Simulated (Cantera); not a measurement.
# Roasting and sulfation: CaCO3 + H2S + O2

Input: 1 mol CaCO3, 1.4 mol H2S, 0.11 mol O2, held at 15.0 mbar.

These are equilibrium values from Cantera (NASA tables, ideal gas, pure condensed phases), not measurements of a reactor. Candidate condensed phases: C, C6H6, C7H8, C8H18, Ca, CaCO3, CaO, Ca(OH)2, CaS, CaSO4, H2O, H2SO4, S; 129 gas species. Gases not in the tables: S3 to S7. The numbers say what is thermodynamically allowed, not how fast it happens.

From 602 °C to 827 °C the condensed part is CaS(s).

| T (°C) | log p H2O | log p CO2 | log p H2S | log p S2 | log p H2 | log p CO | log p SO2 | log p COS | n CaS(s) |
|---|---|---|---|---|---|---|---|---|---|
| 602 | -2.15 | -2.23 | -2.91 | -3.30 | -4.06 | -4.56 | -3.86 | -4.90 | 1.00 |
| 627 | -2.15 | -2.23 | -2.93 | -3.28 | -3.94 | -4.38 | -3.87 | -4.86 | 1.00 |
| 652 | -2.15 | -2.23 | -2.95 | -3.26 | -3.83 | -4.22 | -3.87 | -4.83 | 1.00 |
| 677 | -2.15 | -2.23 | -2.97 | -3.24 | -3.73 | -4.07 | -3.86 | -4.81 | 1.00 |
| 702 | -2.15 | -2.24 | -3.00 | -3.22 | -3.64 | -3.93 | -3.84 | -4.79 | 1.00 |
| 727 | -2.15 | -2.24 | -3.03 | -3.20 | -3.56 | -3.81 | -3.82 | -4.78 | 1.00 |
| 752 | -2.15 | -2.24 | -3.07 | -3.18 | -3.49 | -3.70 | -3.78 | -4.77 | 1.00 |
| 777 | -2.15 | -2.25 | -3.10 | -3.17 | -3.43 | -3.60 | -3.74 | -4.78 | 1.00 |
| 802 | -2.15 | -2.26 | -3.14 | -3.15 | -3.37 | -3.51 | -3.69 | -4.78 | 1.00 |
| 827 | -2.15 | -2.26 | -3.19 | -3.14 | -3.32 | -3.43 | -3.64 | -4.79 | 1.00 |
log p: log10 of the partial pressure in bar; n: condensed amount in mol.
